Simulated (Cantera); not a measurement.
Feed: 1 mol Ti(OiPr)4, 0.17 mol H2O, at 1898.15 K and 1.00 bar.

Method: chemical equilibrium by Gibbs-energy minimisation in Cantera with the NASA 1993 tables (ideal gas, pure condensed phases). Candidate condensed phases: C, C6H6, C7H8, C8H18, H2O, Ti, TiC, TiO, TiO2, Ti2O3, Ti3O5, Ti4O7; 113 gas species. The feed counts by its element totals alone. TiC: taken at fixed stoichiometry. Equilibrium is a limit: real reactors are often held back by kinetics, nucleation or transport.

Base state: H2 0.771, CO 0.227, H 0.000687, CH4 0.000336, C2H2 (acetylene) 0.000291, H2O 3.15e-5 (mole fractions); condensed: C(graphite) + TiC(s).

Task: What changes in the equilibrium state with this change: pressure from 1.00 bar to 50.0 Pa?

Result: 
| species | before | after |
|---|---|---|
| H2 | 0.771 | 0.746 |
| CO | 0.227 | 0.224 |
| H | 0.000687 | 0.0302 |
| CH4 | 0.000336 | 1.57e-7 |
| H2O | 3.15e-5 | 1.50e-8 |
| C2H2 (acetylene) | 0.000291 | 0.000281 |
| C(graphite), mol | 6.81 | 6.82 |
| TiC(s), mol | 1.00 | 1.000 |
